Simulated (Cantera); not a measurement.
**Equilibrium for carbothermic reduction: CuO + CO + CH₄**

A closed system holds: 1 mol CuO, 1.1 mol CO, 2.5 mol CH₄, held at 1.00 bar.

Equilibrium computed with Cantera from the NASA thermochemical tables; the gas is ideal and each condensed phase is pure. Candidate condensed phases: C, C₆H₆, C₇H₈, C₈H₁₈, Cu, CuO, Cu(OH)₂, Cu₂O, H₂O; 113 gas species. The numbers say what is thermodynamically allowed, not how fast it happens.

| T (°C) | log p H₂ | log p CO | log p Cu | log p H | log p CH₄ | log p C₂H₂ (acetylene) | log p H₂O | n C(graphite) | n Cu(s) | n Cu(l) |
|---|---|---|---|---|---|---|---|---|---|---|
| 1025 | -0.16 | -0.53 | -6.82 | -6.05 | -2.41 | -6.41 | -2.72 | 1.49 | 1.000 | 0 |
| 1125 | -0.15 | -0.53 | -5.89 | -5.40 | -2.67 | -5.76 | -3.11 | 1.49 | 0 | 1.000 |
| 1225 | -0.15 | -0.53 | -5.10 | -4.84 | -2.89 | -5.21 | -3.44 | 1.49 | 0 | 1.000 |
| 1325 | -0.15 | -0.53 | -4.41 | -4.35 | -3.09 | -4.72 | -3.73 | 1.50 | 0 | 1.000 |
| 1425 | -0.15 | -0.53 | -3.81 | -3.92 | -3.26 | -4.30 | -3.99 | 1.50 | 0 | 0.999 |
| 1525 | -0.15 | -0.53 | -3.28 | -3.53 | -3.42 | -3.92 | -4.22 | 1.50 | 0 | 0.996 |
| 1625 | -0.15 | -0.53 | -2.80 | -3.18 | -3.56 | -3.58 | -4.43 | 1.49 | 0 | 0.989 |
| 1725 | -0.16 | -0.53 | -2.37 | -2.87 | -3.68 | -3.28 | -4.61 | 1.49 | 0 | 0.970 |
| 1825 | -0.16 | -0.53 | -1.99 | -2.59 | -3.80 | -3.00 | -4.79 | 1.48 | 0 | 0.926 |
| 1925 | -0.17 | -0.54 | -1.64 | -2.34 | -3.91 | -2.76 | -4.95 | 1.47 | 0 | 0.831 |
| 2025 | -0.18 | -0.55 | -1.32 | -2.11 | -4.03 | -2.55 | -5.11 | 1.46 | 0 | 0.638 |
log p: log10 of the partial pressure in bar; n: condensed amount in mol.

At 1025 °C the condensed part is C(graphite) + Cu(s). From 1125 °C to 2025 °C the condensed part is C(graphite) + Cu(l). The main Cu-bearing gas is Cu throughout.
